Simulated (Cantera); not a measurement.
Feed: 1 mol SiC, a varied amount of N2, at 2725 °C and 0.0250 bar.

Method: chemical equilibrium by Gibbs-energy minimisation in Cantera with the NASA 1993 tables (ideal gas, pure condensed phases). Candidate condensed phases: C, Si, SiC, Si3N4; 20 gas species. The tables' values for SiN are old estimates; treat these amounts as uncertain. Kinetics and transport are ignored.

log p: log10 of the partial pressure in bar; n: condensed amount in mol.

```
n(N2) (mol)  log p N2  log p Si  log p SiC2  log p Si2C  log p CN  log p C3  n C(graphite)
-----------  --------  --------  ----------  ----------  --------  --------  -------------
0.052           -2.92     -1.92       -1.99       -3.05     -3.95     -3.51     (withheld)
0.15            -2.50     -1.96       -2.03       -3.13     -3.74     -3.51     (withheld)
0.26            -2.30     -2.00       -2.07       -3.21     -3.64     -3.51     (withheld)
0.36            -2.19     -2.03       -2.10       -3.27     -3.59     -3.51     (withheld)
0.46            -2.11     -2.06       -2.14       -3.33     -3.55     -3.51     (withheld)
0.57            -2.05     -2.09       -2.17       -3.40     -3.52     -3.51     (withheld)
0.67            -2.01     -2.12       -2.19       -3.45     -3.50     -3.51     (withheld)
0.77            -1.98     -2.14       -2.22       -3.50     -3.48     -3.51     (withheld)
0.87            -1.95     -2.17       -2.24       -3.55     -3.46     -3.51     (withheld)
0.98            -1.92     -2.19       -2.27       -3.59     -3.45     -3.52              0
1.1             -1.90     -2.21       -2.30       -3.64     -3.44     -3.53              0
1.2             -1.88     -2.23       -2.32       -3.68     -3.44     -3.54              0
```

Question: What belongs in the gaps?

Answer: 
- 0.052, n C(graphite): 0.0747
- 0.15, n C(graphite): 0.0642
- 0.26, n C(graphite): 0.0535
- 0.36, n C(graphite): 0.0444
- 0.46, n C(graphite): 0.0357
- 0.57, n C(graphite): 0.0264
- 0.67, n C(graphite): 0.0183
- 0.77, n C(graphite): 0.0103
- 0.87, n C(graphite): 0.00240
